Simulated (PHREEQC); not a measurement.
Make-up at 25 °C: 0.0017 mol CaSO4, 0.00047 mol Na2SO4 and 0.0081 mol NaCl per kg of water. Closed to the air; pH follows from the charge balance.

Equilibrium calculation in PHREEQC: ion-association model, phreeqc.dat.

The ionic strength comes out as 0.0154 mol/kgw. What activity coefficients do SO4-2, Na+, Ca+2, Cl-, NaSO4- get?

SO4-2 0.62, Na+ 0.89, Ca+2 0.62, Cl- 0.88, NaSO4- 0.89.

Precipitation was switched off in this run.
